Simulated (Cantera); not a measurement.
Charge: 1 mol TEOS, 0.79 mol O2, held at 35000 Pa.

These are equilibrium values from Cantera (NASA tables, ideal gas, pure condensed phases), not measurements of a reactor. Candidate condensed phases: C, C6H6, C7H8, C8H18, H2O, Si, SiC, SiO2; 123 gas species. The feed counts by its element totals alone. The tables hold silica as quartz up to 1696 K and as liquid above; real silica turns to tridymite and cristobalite and melts near 1996 K. Kinetics and transport are ignored. All values below are at 1198 K.

Base state: H2 0.732, CO 0.262, CH4 0.00301, H2O 0.00178, CO2 0.000468 (mole fractions); condensed: C(graphite) + SiO2(β-quartz).

### Question
What changes in the equilibrium state with this change: pressure from 35000 Pa to 75.0 Pa?

### Answer
| species | before | after |
|---|---|---|
| H2 | 0.732 | 0.736 |
| CO | 0.262 | 0.264 |
| CH4 | 0.00301 | 6.52e-6 |
| H2O | 0.00178 | 3.86e-6 |
| CO2 | 0.000468 | 1.01e-6 |
| C(graphite), mol | 4.41 | 4.42 |
| SiO2(β-quartz), mol | 1.00 | 1.000 |
